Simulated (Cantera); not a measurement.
## Hydrocarbon pyrolysis for carbon deposition

An isothermal, constant-pressure homogeneous reactor starts with 30.3 % CH4, 69.7 % H2, at 1825 K and 0.165 Torr.

Computed with Cantera and GRI-Mech 3.0 (53 species, 325 reactions). GRI-Mech 3.0 stops at C3 and has no aromatics, soot or wall deposition, so with more carbon than oxygen in the feed, carbon stays in small species such as C2H2 where larger ones or solid carbon would form. Radical loss at walls, strong at low pressure, is not modelled.

```csv
t (s),x CH4,x H2,x CH3,x C2H6,x C2H4,x H,x C2H2
5.00e-6,0.303,0.697,4.83e-8,<1e-12,<1e-12,4.77e-8,<1e-12
2.06e-5,0.303,0.697,2.03e-7,<1e-12,<1e-12,1.93e-7,<1e-12
8.48e-5,0.303,0.697,8.93e-7,<1e-12,<1e-12,7.36e-7,<1e-12
0.000349,0.303,0.697,4.39e-6,<1e-12,<1e-12,2.31e-6,<1e-12
0.00144,0.303,0.697,2.24e-5,9.64e-12,6.57e-11,5.25e-6,<1e-12
0.00592,0.303,0.697,9.95e-5,1.58e-9,1.25e-8,1.41e-5,4.09e-11
0.0244,0.303,0.697,0.000417,9.44e-8,1.22e-6,5.06e-5,1.93e-8
0.100,0.301,0.697,0.00173,2.42e-6,8.64e-5,0.000204,7.47e-6
0.413,0.278,0.707,0.00725,3.62e-5,0.00353,0.000955,0.00296
1.70,0.109,0.811,0.00622,1.96e-5,0.00199,0.00236,0.0699
7.00,0.0228,0.866,0.00167,1.19e-6,0.000118,0.00318,0.106
```
x: mole fraction; the columns are a selection and need not sum to one.

Equilibrium at this temperature and pressure: CH4 2.84e-6, H2 0.858, CH3 1.85e-6, C2H6 <1e-12, C2H4 4.24e-7, H 0.0277, C2H2 0.115 (gas phase only).
